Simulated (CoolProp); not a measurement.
C2F6 (R116) along the isobar 3.95 MPa: Z from the reference equation and from simpler models built on Tc = 293.0 K, pc = 3.048 MPa, ω = 0.257; each cubic takes its own stable root.

Model: reference Helmholtz-energy equation of state, Lemmon 2006, in CoolProp. It is a short technical equation, of lower accuracy than the large ones.

| T (K) | phase | reference |
|---|---|---|
| 188.4 | liquid | 0.2109 |
| 208.1 | liquid | 0.2011 |
| 227.9 | liquid | 0.1951 |
| 247.6 | liquid | 0.1931 |
| 267.3 | liquid | 0.1969 |
| 287 | liquid | 0.2140 |
| 306.7 | supercritical | 0.3935 |
| 326.4 | supercritical | 0.6283 |
| 346.1 | supercritical | 0.7304 |
| 365.9 | supercritical | 0.7956 |
| 385.6 | supercritical | 0.8416 |
| 405.3 | supercritical | 0.8760 |
| 425 | supercritical | 0.9026 |

**Question.** How far does each simpler model (van der Waals, Redlich-Kwong, Soave-Redlich-Kwong, Peng-Robinson) lie from the reference over these 13 states: mean and median of the absolute difference, and the worst?

**Answer.** 
- van der Waals: mean 27.4 %, median 9.5 %, worst +54.9 % at 188.4 K and 3.95 MPa
- Redlich-Kwong: mean 7.3 %, median 5.0 %, worst +16.3 % at 287 K and 3.95 MPa
- Soave-Redlich-Kwong: mean 4.6 %, median 4.1 %, worst +14.4 % at 287 K and 3.95 MPa
- Peng-Robinson: mean 3.8 %, median 2.7 %, worst -7.7 % at 208.1 K and 3.95 MPa
